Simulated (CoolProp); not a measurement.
A single-stage vapour-compression cycle with R236FA: evaporating at 296.15 K (dew point), condensing at 351.15 K (bubble point), superheat 2 K, subcooling 2 K, compressor efficiency 0.75, no pressure losses. Each further row changes one setting.

Model: reference Helmholtz-energy equation of state, Pan 2012, in CoolProp.

```tsv
case	cooling COP	pressure ratio	discharge temperature (K)	refrigerating effect (kJ/kg)	volumetric capacity (kJ/m³)
as stated	2.67	4.68	351.1	78.9	1350
evaporating temperature 301.15 K	3.11	…	351.1	82.3	1650
condensing temperature 346.15 K	3.13	4.16	346.1	85.9	1470
subcooling 7 K	…	4.68	351.1	85.9	1470
superheat 12 K	…	4.68	…	87.7	1430
compressor efficiency 0.65	2.32	4.68	353.1	78.9	1350
```

Task: Fill in the missing entries.

Result: 
- evaporating temperature 301.15 K, pressure ratio: 3.96
- subcooling 7 K, cooling COP: 2.91
- superheat 12 K, cooling COP: 2.79
- superheat 12 K, discharge temperature (K): 358.4

The compression ends wet for: as stated; evaporating temperature 301.15 K; condensing temperature 346.15 K; subcooling 7 K.
